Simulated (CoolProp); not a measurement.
Vapour-liquid equilibrium of n-butane (1) + R245fa (2) at 0.335 MPa; x and y are mole fractions of (1).

Model: multi-fluid Helmholtz-energy mixture model, Bücker 2006 and Akasaka 2015; pair parameters Bell 2016, in CoolProp.

Problem. Give the bubble temperature and the first vapour's composition at x = 0.275, 0.35, 0.725. Is there an azeotrope?

Solution. x = 0.275: 30.2 °C, y = 0.547; x = 0.35: 29.0 °C, y = 0.580; x = 0.725: 27.9 °C, y = 0.670. y crosses x between x = 0.575 and 0.65: the model has an azeotrope there.

The pair parameters rest on a limited set of measurements; away from them the model extrapolates. With so large a gap from Raoult's law the liquid may split in two, which this calculation doesn't test in full.
